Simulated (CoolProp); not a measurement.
Saturated liquid density (kg/m³) of nitrous oxide: the reference equation beside estimates from Tc = 309.5 K, pc = 7245 kPa, ω = 0.161. Rackett uses Z = 0.29056 − 0.08775 ω.

Computed with CoolProp (reference Helmholtz-energy equation of state, Lemmon 2006). It is a short technical equation, of lower accuracy than the large ones.

```
T (K)  reference  Rackett  van der Waals  Redlich-Kwong  Soave-Redlich-Kwong  Peng-Robinson
-----  ---------  -------  -------------  -------------  -------------------  -------------
234.6        ___     1057          669.3          957.7                983.0            ___
239.7       1051     1039          657.7          936.7                962.5           1092
244.8       1031     1020          645.5          914.8                940.9           1068
249.9       1011     1001          632.8          892.0                918.3           1042
255          ___    980.8          619.6          868.1                894.4           1015
260.1      968.5      ___            ___          843.0                869.1          986.0
265.2      945.6    937.6          590.9          816.5                842.3          955.2
270.3      921.3    914.2          575.3          788.4                813.6          922.2
```

**Question.** What belongs in the gaps?

**Answer.** 
- 234.6, reference: 1070
- 234.6, Peng-Robinson: 1115
- 255, reference: 990.4
- 260.1, Rackett: 959.8
- 260.1, van der Waals: 605.6

Absolute difference from the reference over all 8 rows, mean and median: Rackett 1.0 and 1.0 %, van der Waals 37.5 and 37.4 %, Redlich-Kwong 12.2 and 12.1 %, Soave-Redlich-Kwong 9.6 and 9.4 %, Peng-Robinson 2.5 and 2.8 %.
